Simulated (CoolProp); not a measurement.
Vapour-liquid equilibrium of cyclohexane (1) + toluene (2) at 374.6 K; x and y are mole fractions of (1).

Computed with CoolProp (multi-fluid Helmholtz-energy mixture model, Zhou 2014 and Lemmon 2006; pair parameters Bell 2016).

```json
[
 {"x": "0.05", "bubble pressure (MPa)": "0.08511", "y at the bubble point": "0.131", "dew pressure at overall composition x (MPa)": "0.08030", "liquid density (mol/L)": "8.541"},
 {"x": "0.125", "bubble pressure (MPa)": "0.09575", "y at the bubble point": "0.283", "dew pressure at overall composition x (MPa)": "0.08475", "liquid density (mol/L)": "8.517"},
 {"x": "0.2", "bubble pressure (MPa)": "0.1056", "y at the bubble point": "0.399", "dew pressure at overall composition x (MPa)": "0.08968", "liquid density (mol/L)": "8.493"},
 {"x": "0.275", "bubble pressure (MPa)": "0.1148", "y at the bubble point": "0.493", "dew pressure at overall composition x (MPa)": "0.09515", "liquid density (mol/L)": "8.470"},
 {"x": "0.35", "bubble pressure (MPa)": "0.1234", "y at the bubble point": "0.570", "dew pressure at overall composition x (MPa)": "0.1012", "liquid density (mol/L)": "8.447"},
 {"x": "0.425", "bubble pressure (MPa)": "0.1314", "y at the bubble point": "0.636", "dew pressure at overall composition x (MPa)": "0.1080", "liquid density (mol/L)": "8.425"},
 {"x": "0.5", "bubble pressure (MPa)": "0.1389", "y at the bubble point": "0.694", "dew pressure at overall composition x (MPa)": "0.1156", "liquid density (mol/L)": "8.404"},
 {"x": "0.575", "bubble pressure (MPa)": "0.1460", "y at the bubble point": "0.746", "dew pressure at overall composition x (MPa)": "0.1239", "liquid density (mol/L)": "8.384"},
 {"x": "0.65", "bubble pressure (MPa)": "0.1528", "y at the bubble point": "0.794", "dew pressure at overall composition x (MPa)": "0.1331", "liquid density (mol/L)": "8.365"},
 {"x": "0.725", "bubble pressure (MPa)": "0.1593", "y at the bubble point": "0.839", "dew pressure at overall composition x (MPa)": "0.1431", "liquid density (mol/L)": "8.347"},
 {"x": "0.8", "bubble pressure (MPa)": "0.1656", "y at the bubble point": "0.883", "dew pressure at overall composition x (MPa)": "0.1537", "liquid density (mol/L)": "8.330"},
 {"x": "0.875", "bubble pressure (MPa)": "0.1717", "y at the bubble point": "0.927", "dew pressure at overall composition x (MPa)": "0.1644", "liquid density (mol/L)": "8.315"},
 {"x": "0.95", "bubble pressure (MPa)": "0.1777", "y at the bubble point": "0.970", "dew pressure at overall composition x (MPa)": "0.1749", "liquid density (mol/L)": "8.302"}
]
```

No azeotrope shows between x = 0.05 and 0.95.

The pair parameters rest on a limited set of measurements; away from them the model extrapolates.
